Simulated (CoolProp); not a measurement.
Computed with CoolProp (reference Helmholtz-energy equation of state, Lemmon 2006). It is a short technical equation, of lower accuracy than the large ones.

Question: For R141b, give the phase and the cp (kJ/(kg K)), speed of sound (m/s) at 253.4 K and 856 kPa; 289.5 K and 856 kPa.

Answer: 
- 253.4 K and 856 kPa: liquid; cp 1.11, speed of sound 996
- 289.5 K and 856 kPa: liquid; cp 1.14, speed of sound 858
